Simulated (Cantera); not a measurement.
Input: 1 mol NaOH, 0.16 mol H₂O, 0.17 mol H₂, held at 6.10 bar.

Cantera equilibrium calculation (NASA polynomials, part measured and part estimated; ideal gas, pure solids and liquids). Candidate condensed phases: H₂O, Na, NaOH, NaO₂, Na₂O, Na₂O₂; 16 gas species. Equilibrium is a limit: real reactors are often held back by kinetics, nucleation or transport.

Task: Which condensed phases are stable at each of these points (T (K)): 748, 848, 948, 1048, 1148, 1248, 1348, 1448, 1548, 1648, 1748, 1848, 1948, 2048?

Result: 
```json
[
 {"T (K)": "748", "condensed phases": "NaOH(l)", "Na condensed (%)": "100.0"},
 {"T (K)": "848", "condensed phases": "NaOH(l)", "Na condensed (%)": "100.0"},
 {"T (K)": "948", "condensed phases": "NaOH(l)", "Na condensed (%)": "100.0"},
 {"T (K)": "1048", "condensed phases": "NaOH(l)", "Na condensed (%)": "100.0"},
 {"T (K)": "1148", "condensed phases": "NaOH(l)", "Na condensed (%)": "100.0"},
 {"T (K)": "1248", "condensed phases": "NaOH(l)", "Na condensed (%)": "100.0"},
 {"T (K)": "1348", "condensed phases": "NaOH(l)", "Na condensed (%)": "99.9"},
 {"T (K)": "1448", "condensed phases": "NaOH(l)", "Na condensed (%)": "99.6"},
 {"T (K)": "1548", "condensed phases": "NaOH(l)", "Na condensed (%)": "98.8"},
 {"T (K)": "1648", "condensed phases": "NaOH(l)", "Na condensed (%)": "96.8"},
 {"T (K)": "1748", "condensed phases": "NaOH(l)", "Na condensed (%)": "91.7"},
 {"T (K)": "1848", "condensed phases": "NaOH(l)", "Na condensed (%)": "78.2"},
 {"T (K)": "1948", "condensed phases": "NaOH(l)", "Na condensed (%)": "41.0"},
 {"T (K)": "2048", "condensed phases": "gas only", "Na condensed (%)": "0.0"}
]
```

From 748 K to 1948 K the condensed part is NaOH(l). At 2048 K nothing is condensed.
